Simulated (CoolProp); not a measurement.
Values from CoolProp's reference Helmholtz-energy equation of state, Thol 2016.

Problem. Give the vapour pressure (kPa), vapour Z, surface tension (mN/m) of saturated hexamethyldisiloxane (MM) at 80.25, 86.85, 132.95 °C.

Solution. 
```csv
T (°C),p (kPa),vapour Z,surface tension (mN/m)
80.25,54.0,0.959,10.7
86.85,66.9,0.953,10.1
132.95,238,0.884,6.56
```

Surface tension comes from a separate correlation (Mulero 2014), older than this fluid's equation and unchecked against measurements.
